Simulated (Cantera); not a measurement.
Mixture: CO : H2 : CH4 : O2 : N2 = 1 : 0.1 : 0.61 : 0.932 : 3.5 (molar parts), equivalence ratio 1.9, at 4.84 atm, adiabatic and at constant pressure. Ignition delay is the time to a rise of 400 K.

Computed with Cantera and GRI-Mech 3.0 (53 species, 325 reactions).

Question: At T0 = 1325 K, what is the delay, and which 8 reactions control it most (d ln τ / d ln k, from doubling and halving each rate constant)?

Answer: The delay is 1.46 ms.
| reaction | d ln τ / d ln k | faster rate |
|---|---|---|
| H + O2 <=> O + OH | -1.01 | shortens it |
| 2 CH3 (+M) <=> C2H6 (+M) | 0.80 | lengthens it |
| CH4 + OH <=> CH3 + H2O | 0.39 | lengthens it |
| CH3 + HO2 <=> CH3O + OH | -0.34 | shortens it |
| CH3 + O2 <=> CH3O + O | -0.28 | shortens it |
| CO + HO2 <=> CO2 + OH | 0.26 | lengthens it |
| CH3 + O2 <=> CH2O + OH | -0.23 | shortens it |
| CO + OH <=> CO2 + H | -0.18 | shortens it |
